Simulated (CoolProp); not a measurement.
Fluorine at 293.15 K and 3.02 MPa is throttled through a valve to 1.19 MPa with no heat exchange. Each further row changes one setting.

The numbers come from the reference Helmholtz-energy equation of state, de Reuck 1990 in CoolProp.

```
case                       temperature change (K)  final density (kg/m³)
-------------------------  ----------------------  ---------------------
as stated                                     ___                   18.9
outlet pressure 0.357 MPa                    -5.2                    ___
outlet pressure 1.55 MPa                      ___                    ___
```

Problem. Some entries are withheld; supply them.

Solution. 
- as stated, temperature change (K): -3.6
- outlet pressure 0.357 MPa, final density (kg/m³): 5.68
- outlet pressure 1.55 MPa, temperature change (K): -2.8
- outlet pressure 1.55 MPa, final density (kg/m³): 24.6
